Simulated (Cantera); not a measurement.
An isothermal, constant-pressure homogeneous reactor starts with CH2O : O2 : N2 = 0.029 : 0.052 : 1 (molar parts), at 1275 K and 5.13 atm. Integrator tolerance rtol = 1e-08.

Computed with Cantera and GRI-Mech 3.0 (53 species, 325 reactions). The temperature is held fixed by assumption; the heat of reaction is taken as removed at once.

What does this change do: O2 0.052 to 0.01 parts?


```csv
quantity,before,after
x(CH2O) at 3.00 s,<1e-12 (gas-phase equilibrium <1e-12),7.60e-10 (gas-phase equilibrium 7.88e-10)
x(O2) at 3.00 s,0.0213 (gas-phase equilibrium 0.0212),<1e-12 (gas-phase equilibrium <1e-12)
x(CH2) at 3.00 s,<1e-12 (gas-phase equilibrium <1e-12),<1e-12 (gas-phase equilibrium <1e-12)
x(NO) at 3.00 s,2.32e-7 (gas-phase equilibrium 0.000116),5.00e-9 (gas-phase equilibrium 1.32e-11)
x(H2) at 3.00 s,4.48e-9 (gas-phase equilibrium 4.49e-9),0.0142 (gas-phase equilibrium 0.0164)
x(NO2) at 3.00 s,2.02e-9 (gas-phase equilibrium 1.01e-6),<1e-12 (gas-phase equilibrium <1e-12)
x(CH3) at 3.00 s,<1e-12 (gas-phase equilibrium <1e-12),2.19e-11 (gas-phase equilibrium 1.10e-12)
```
